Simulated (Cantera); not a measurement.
## Adiabatic ignition

An adiabatic, constant-volume homogeneous reactor starts with 5.12 % CH₄, 0.614 % CO, 18.8 % O₂, 70.7 % N₂, 4.76 % CO₂, at 1698 K and 2.00 bar.

Model: GRI-Mech 3.0 (53 species, 325 reactions), integrated in Cantera.

```
t (s)     T (K)  P (bar)   x CH₄     x CO    x O₂    x C₂H₆    x HO₂     x OH   x H₂O₂
--------  -----  -------  ------  -------  ------  --------  -------  -------  -------
2.00e-6    1698     2.00  0.0512  0.00614   0.188  5.34e-10  1.23e-6  2.69e-7  1.11e-8
9.02e-6    1698     2.00  0.0512  0.00614   0.188   7.74e-8  4.94e-6  6.00e-7  6.19e-8
4.07e-5    1698     2.00  0.0507  0.00615   0.188   1.78e-5  1.74e-5  4.21e-6  2.58e-7
0.000184   2705     3.24  <1e-12   0.0185  0.0851    <1e-12  1.50e-5   0.0155  4.77e-7
0.000829   2709     3.24  <1e-12   0.0173  0.0815    <1e-12  1.48e-5   0.0148  4.93e-7
0.00374    2695     3.22  <1e-12   0.0168  0.0771    <1e-12  1.37e-5   0.0141  4.69e-7
0.0169     2694     3.22  <1e-12   0.0168  0.0767    <1e-12  1.37e-5   0.0140  4.67e-7
0.0762     2694     3.22  <1e-12   0.0168  0.0767    <1e-12  1.37e-5   0.0140  4.67e-7
0.344      2694     3.22  <1e-12   0.0168  0.0767    <1e-12  1.37e-5   0.0140  4.67e-7
1.55       2694     3.22  <1e-12   0.0168  0.0767    <1e-12  1.37e-5   0.0140  4.67e-7
7.00       2694     3.22  <1e-12   0.0168  0.0767    <1e-12  1.37e-5   0.0140  4.67e-7
```
x: mole fraction; the columns are a selection and need not sum to one.

```
Quantity                                                           Value
---------------------------------  -------------------------------------
time of steepest temperature rise                               0.113 ms
temperature at 7.00 s                                             2694 K
equilibrium temperature                                           2694 K
x(CH₄) at 7.00 s                   <1e-12 (gas-phase equilibrium <1e-12)
x(CO) at 7.00 s                    0.0168 (gas-phase equilibrium 0.0168)
x(O₂) at 7.00 s                    0.0767 (gas-phase equilibrium 0.0767)
```
